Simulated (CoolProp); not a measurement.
The fluid at 298.15 K and 0.373 MPa expands adiabatically to 0.126 MPa with isentropic efficiency 0.9. The same conditions are run with several fluids, on thermodynamics alone (safety and materials aside).

The numbers come from the reference Helmholtz-energy equation of state of each fluid (nitrogen: Span 2000; nitrous oxide: Lemmon 2006; oxygen: Schmidt 1985; sulfur hexafluoride: Guder 2009) in CoolProp.

```
fluid                work (kJ/kg)  final temperature (K)  final density (kg/m³)
-------------------  ------------  ---------------------  ---------------------
nitrogen                     74.2                  226.4                   1.88
nitrous oxide                48.0                  239.3                   2.83
oxygen                       64.9                  226.7                   2.14
sulfur hexafluoride          15.3                  272.1                   8.29
```
